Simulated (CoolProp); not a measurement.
Vapour-liquid equilibrium of R13 (1) + propylene (2) at 251.5 K; x and y are mole fractions of (1).

Computed with CoolProp (multi-fluid Helmholtz-energy mixture model, Platzer 1990 and Lemmon 2013; pair parameters Bell 2016). This equation is an older, rougher fit; its heat capacities, sound speeds and derivatives of the liquid may be far off and weren't checked against measurements.

```json
[
 {"x": "0.05", "bubble pressure, mixture model (MPa)": "0.3612", "bubble pressure, Raoult's law (MPa)": "0.3282", "y, mixture model": "0.225", "y, Raoult's law": "0.166"},
 {"x": "0.125", "bubble pressure, mixture model (MPa)": "___", "bubble pressure, Raoult's law (MPa)": "0.3882", "y, mixture model": "0.417", "y, Raoult's law": "0.350"},
 {"x": "0.2", "bubble pressure, mixture model (MPa)": "0.5414", "bubble pressure, Raoult's law (MPa)": "0.4482", "y, mixture model": "0.532", "y, Raoult's law": "0.485"},
 {"x": "0.275", "bubble pressure, mixture model (MPa)": "0.6142", "bubble pressure, Raoult's law (MPa)": "0.5081", "y, mixture model": "0.611", "y, Raoult's law": "0.589"},
 {"x": "0.35", "bubble pressure, mixture model (MPa)": "0.6784", "bubble pressure, Raoult's law (MPa)": "0.5681", "y, mixture model": "0.669", "y, Raoult's law": "0.670"},
 {"x": "0.425", "bubble pressure, mixture model (MPa)": "0.7359", "bubble pressure, Raoult's law (MPa)": "0.6281", "y, mixture model": "0.716", "y, Raoult's law": "0.736"},
 {"x": "0.5", "bubble pressure, mixture model (MPa)": "0.7884", "bubble pressure, Raoult's law (MPa)": "0.6880", "y, mixture model": "0.756", "y, Raoult's law": "0.791"},
 {"x": "0.575", "bubble pressure, mixture model (MPa)": "___", "bubble pressure, Raoult's law (MPa)": "0.7480", "y, mixture model": "___", "y, Raoult's law": "0.836"},
 {"x": "0.65", "bubble pressure, mixture model (MPa)": "0.8837", "bubble pressure, Raoult's law (MPa)": "0.8080", "y, mixture model": "0.825", "y, Raoult's law": "0.875"},
 {"x": "0.725", "bubble pressure, mixture model (MPa)": "___", "bubble pressure, Raoult's law (MPa)": "0.8679", "y, mixture model": "0.859", "y, Raoult's law": "0.909"},
 {"x": "0.8", "bubble pressure, mixture model (MPa)": "0.9727", "bubble pressure, Raoult's law (MPa)": "0.9279", "y, mixture model": "0.894", "y, Raoult's law": "0.938"},
 {"x": "0.875", "bubble pressure, mixture model (MPa)": "___", "bubble pressure, Raoult's law (MPa)": "0.9878", "y, mixture model": "0.930", "y, Raoult's law": "0.964"},
 {"x": "0.95", "bubble pressure, mixture model (MPa)": "1.059", "bubble pressure, Raoult's law (MPa)": "1.048", "y, mixture model": "___", "y, Raoult's law": "0.986"}
]
```

**Question.** What belongs in the gaps?

**Answer.** 
- 0.125, bubble pressure, mixture model (MPa): 0.4578
- 0.575, bubble pressure, mixture model (MPa): 0.8372
- 0.575, y, mixture model: 0.792
- 0.725, bubble pressure, mixture model (MPa): 0.9286
- 0.875, bubble pressure, mixture model (MPa): 1.016
- 0.95, y, mixture model: 0.971

The largest gap from Raoult's law is +20.9 % in bubble pressure, at x = 0.275. No azeotrope shows between x = 0.05 and 0.95.

Pair parameters are fitted to limited data, so mixtures are less certain than the pure fluids.
